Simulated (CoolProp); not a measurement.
Propylene along the isotherm 397.7 K: Z from the reference equation and from simpler models built on Tc = 364.2 K, pc = 4555 kPa, ω = 0.146; each cubic takes its own stable root.

Computed with CoolProp (reference Helmholtz-energy equation of state, Lemmon 2013).

```csv
p (kPa),phase,reference
285,gas,0.9836
569,gas,0.9669
854,gas,0.9499
1140,gas,0.9325
1420,gas,0.9151
1710,gas,0.8967
1990,gas,0.8785
2280,gas,0.8593
```

Q: How far does each simpler model (van der Waals, Redlich-Kwong) lie from the reference over these 8 states: mean and median of the absolute difference, and the worst?

A: 
- van der Waals: mean 0.5 %, median 0.5 %, worst +0.8 % at 397.7 K and 2280 kPa
- Redlich-Kwong: mean 0.1 %, median 0.1 %, worst -0.3 % at 397.7 K and 2280 kPa
